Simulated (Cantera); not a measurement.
A perfectly stirred reactor is fed with CO : O2 : H2O : N2 = 0.0062 : 0.007 : 0.015 : 1 (molar parts), equivalence ratio 0.44, at 100.0 Torr; it is held at 1175 K, and followed from long to short residence time.

Cantera simulation using GRI-Mech 3.0 (53 species, 325 reactions); the numbers are that mechanism's predictions, not measurements.

Task: What does this change do: CO 0.0062 to 0.004 parts?

Result: 
```tsv
quantity	before	after
x(CO) at τ = 0.630 s	0.000371	0.000251
x(O2) at τ = 0.630 s	0.00403	0.00502
x(H2O) at τ = 0.630 s	0.0144	0.0145
x(OH) at τ = 0.630 s	7.98e-5	6.96e-5
x(O) at τ = 0.630 s	7.13e-5	5.39e-5
x(CO) at τ = 37.0 ms	0.00213	0.00147
x(O2) at τ = 37.0 ms	0.00503	0.00569
x(H2O) at τ = 37.0 ms	0.0139	0.0141
x(OH) at τ = 37.0 ms	0.000144	0.000125
x(O) at τ = 37.0 ms	0.000274	0.000200
```

Task: What does this change do: 0.0031 parts CH4 added?

Result: 
```csv
quantity,before,after
x(CO) at τ = 0.630 s,0.000371,0.00601
x(O2) at τ = 0.630 s,0.00403,0.00678
x(H2O) at τ = 0.630 s,0.0144,0.0145
x(OH) at τ = 0.630 s,7.98e-5,2.09e-9
x(O) at τ = 0.630 s,7.13e-5,6.47e-10
x(CO) at τ = 37.0 ms,0.00213,0.00601
x(O2) at τ = 37.0 ms,0.00503,0.00679
x(H2O) at τ = 37.0 ms,0.0139,0.0145
x(OH) at τ = 37.0 ms,0.000144,8.88e-11
x(O) at τ = 37.0 ms,0.000274,6.23e-11
```
